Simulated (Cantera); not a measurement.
Input: 1 mol Si, 0.43 mol N2O, 880 mol H2, equilibrated at 1698 K and 0.0100 bar.

Equilibrium computed with Cantera from the NASA thermochemical tables; the gas is ideal and each condensed phase is pure. Candidate condensed phases: H2O, Si, SiO2, Si2N2O, Si3N4; 35 gas species. Gases not in the tables: Si2H6 and higher silanes. Kinetics and transport are ignored.

Base state: H2 0.997, H 0.00144, SiO 0.000488, N2 0.000488, Si 6.57e-5, SiH2 1.39e-5, SiH 1.02e-5 (mole fractions); condensed: Si(l).

Q: What changes in the equilibrium state with this change: temperature from 1698 K to 1323.15 K?

A: 
| species | before | after |
|---|---|---|
| H2 | 0.997 | 1.000 |
| H | 0.00144 | 1.59e-5 |
| N2 | 0.000488 | 7.69e-6 |
| SiO | 0.000488 | 7.69e-6 |
| Si | 6.57e-5 | 8.91e-9 |
| SiH | 1.02e-5 | 6.53e-9 |
| SiH2 | 1.39e-5 | 1.13e-7 |
| Si(l), mol | 0.490 | 0 |
| Si(s), mol | 0 | 0.147 |
| Si2N2O(s), mol | 0 | 0.423 |
Mutual solubility and eutectic melting of coexisting phases are not modelled.
